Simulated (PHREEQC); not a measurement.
1 kg of water holding 0.014 mol Na2SO4 meets 20 L of dry gas (CO2 0.79, N2 0.21 by moles) at fixed total pressure, at 100 °C; fugacities by Peng-Robinson. The gases take part in no redox reaction, some water evaporates into the gas, and hydrates or a liquid gas phase aren't modelled. Nothing may precipitate in this run.

Model: ion-association model, phreeqc.dat, run in PHREEQC.

Problem. Predict dissolved CO2 (all carbonate carbon) (mol/kgw) at P (atm) = 2, 5, 30, 50, 400.

Solution. 
```json
[
 {"P (atm)": "2", "dissolved CO2 (all carbonate carbon) (mol/kgw)": "0.00829"},
 {"P (atm)": "5", "dissolved CO2 (all carbonate carbon) (mol/kgw)": "0.0325"},
 {"P (atm)": "30", "dissolved CO2 (all carbonate carbon) (mol/kgw)": "0.219"},
 {"P (atm)": "50", "dissolved CO2 (all carbonate carbon) (mol/kgw)": "0.350"},
 {"P (atm)": "400", "dissolved CO2 (all carbonate carbon) (mol/kgw)": "1.15"}
]
```

Away from 25 °C the constants follow the database's enthalpies or fits; those with neither stay at their 25 °C values.
